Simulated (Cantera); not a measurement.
A perfectly stirred reactor is fed with C2H6 : N2 = 1 : 2.2 (molar parts), at 293 Torr; it is held at 1598 K, and followed from long to short residence time.

Detailed kinetics in Cantera: GRI-Mech 3.0 (53 species, 325 reactions). GRI-Mech 3.0 stops at C3 and has no aromatics, soot or wall deposition, so with more carbon than oxygen in the feed, carbon stays in small species such as C2H2 where larger ones or solid carbon would form.

```json
[
 {"quantity": "x(C2H6) at τ = 3.60 s", "before": "2.30e-5", "after": "7.74e-7"},
 {"quantity": "x(HCN) at τ = 3.60 s", "before": "2.19e-7", "after": "0.000212"},
 {"quantity": "x(H) at τ = 3.60 s", "before": "5.87e-5", "after": "0.000789"},
 {"quantity": "x(H2) at τ = 3.60 s", "before": "0.350", "after": "0.380"},
 {"quantity": "x(C2H4) at τ = 3.60 s", "before": "0.00293", "after": "0.000350"},
 {"quantity": "x(C2H6) at τ = 0.100 s", "before": "0.000454", "after": "2.47e-5"},
 {"quantity": "x(HCN) at τ = 0.100 s", "before": "1.17e-7", "after": "3.61e-5"},
 {"quantity": "x(H) at τ = 0.100 s", "before": "0.000109", "after": "0.000886"},
 {"quantity": "x(H2) at τ = 0.100 s", "before": "0.314", "after": "0.366"},
 {"quantity": "x(C2H4) at τ = 0.100 s", "before": "0.00526", "after": "0.000473"}
]
```

Task: Name the change that produced these shifts.
A. temperature 1598 to 1350 K
B. temperature 1598 to 1898 K
C. pressure from 293 Torr to 46.5 Torr
D. pressure from 293 Torr to 7.05 Torr

Result: B, temperature 1598 to 1898 K
